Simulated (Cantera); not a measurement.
**Stirred combustor or abatement burner**

A perfectly stirred reactor is fed with 20.2 % CH₄, 16.8 % O₂, 63.1 % N₂, equivalence ratio 2.4, at 210000 Pa; it is adiabatic with a 375 K inlet, and is followed from long to short residence time, starting on the burning branch (τ in s: 0.044, 0.02, 0.0093, 0.0043, 0.002, 0.00091, 0.00042, 0.00019, 9e-05, 4.1e-05).

Detailed kinetics in Cantera: GRI-Mech 3.0 (53 species, 325 reactions).

```tsv
τ (s)	T (K)	x CH₄	x O₂	x CH₃	x C₂H₄	x C₂H₆
0.044	1587	0.0457	0.00587	0.000232	0.00172	0.000252
0.020	1560	0.0525	0.0112	0.000293	0.00281	0.000505
0.0093	375	0.202	0.168	<1e-12	<1e-12	<1e-12
0.0043	375	0.202	0.168	<1e-12	<1e-12	<1e-12
0.0020	375	0.202	0.168	<1e-12	<1e-12	<1e-12
0.00091	375	0.202	0.168	<1e-12	<1e-12	<1e-12
0.00042	375	0.202	0.168	<1e-12	<1e-12	<1e-12
0.00019	375	0.202	0.168	<1e-12	<1e-12	<1e-12
9.0e-5	375	0.202	0.168	<1e-12	<1e-12	<1e-12
4.1e-5	375	0.202	0.168	<1e-12	<1e-12	<1e-12
```
x: mole fraction; the columns are a selection and need not sum to one.
